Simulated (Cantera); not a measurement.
Feed: 1 mol MgCl2, 6.5 mol H2O, 0.57 mol N2, at 2073 K and 2.00e-6 bar.

Method: chemical equilibrium by Gibbs-energy minimisation in Cantera with the NASA 1993 tables (ideal gas, pure condensed phases). Candidate condensed phases: H2O, Mg, MgCl2, MgO, Mg(OH)2, NH4Cl; 38 gas species. Rates play no part.

Base state: H 0.452, O 0.179, Cl 0.0907, H2 0.0591, Mg 0.0533, O2 0.0485, H2O 0.0375, OH 0.0326 (mole fractions); condensed: gas only.

Task: What changes in the equilibrium state with this change: H2O from 6.5 to 0.068 mol?

Result: 
```csv
species,before,after
Cl,0.0907,0.527
Mg,0.0533,0.266
N2,0.0300,0.152
H,0.452,0.0295
H2O,0.0375,1.50e-5
H2,0.0591,0.000252
OH,0.0326,0.000201
O2,0.0485,0.000431
O,0.179,0.0169
HCl,0.0161,0.00609
MgCl2,1.28e-6,0.000216
MgCl,1.90e-5,0.000552
NO,0.000872,0.000185
```
